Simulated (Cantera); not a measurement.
Mixture: CH4 : CO : O2 : N2 = 1 : 0.26 : 3.44 : 12.9 (molar parts), at 4.93 atm, adiabatic and at constant pressure. Ignition delay is the time to a rise of 400 K.

Detailed kinetics in Cantera: GRI-Mech 3.0 (53 species, 325 reactions).

Question: What does this change do: O2 3.44 to 1.7 parts?

Answer: 
```
quantity                                                before       after
--------------------------------------------------  ----------  ----------
delay at 1050 K                                        90.1 ms     0.275 s
delay at 1150 K                                        18.5 ms     58.3 ms
delay at 1250 K                                        4.67 ms     14.8 ms
delay at 1350 K                                        1.38 ms     4.24 ms
apparent activation energy between 1300 and 1400 K  170 kJ/mol  180 kJ/mol
```
